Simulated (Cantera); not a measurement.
Catalytic combustion on Pt

An isothermal plug-flow reactor at 925 K and 760 Torr (inlet), inlet velocity 0.41 m/s, active area per volume 220 1/m; feed H2 : O2 : N2 = 0.0033 : 0.21 : 0.79 (molar parts).

Computed with Cantera and Deutschmann's 1995 Pt surface mechanism with GRI-Mech 3.0 gas chemistry. Catalytic surfaces can have several steady states; this one follows from the mechanism file's or the stated starting coverage. Mass transfer to the wall is taken as infinitely fast.

| z (m) | x H2 | x O2 | x H2O | θ free Pt | θ O* | θ OH* |
|---|---|---|---|---|---|---|
| 4.2e-05 | 0.00301 | 0.209 | 0.000283 | 0.108 | 0.891 | 0.000774 |
| 8.1e-05 | 0.00277 | 0.209 | 0.000521 | 0.107 | 0.892 | 0.000799 |
| 0.00016 | 0.00235 | 0.209 | 0.000943 | 0.106 | 0.894 | 0.000839 |
| 0.0003 | 0.00176 | 0.209 | 0.00153 | 0.103 | 0.896 | 0.000891 |
| 0.00058 | 0.00100 | 0.208 | 0.00229 | 0.101 | 0.898 | 0.000951 |
| 0.0011 | 0.000363 | 0.208 | 0.00293 | 0.0984 | 0.901 | 0.000997 |
| 0.0022 | 4.36e-5 | 0.208 | 0.00325 | 0.0974 | 0.902 | 0.00102 |
| 0.0042 | 9.40e-7 | 0.208 | 0.00329 | 0.0972 | 0.902 | 0.00102 |
x: gas mole fraction; θ: surface coverage.
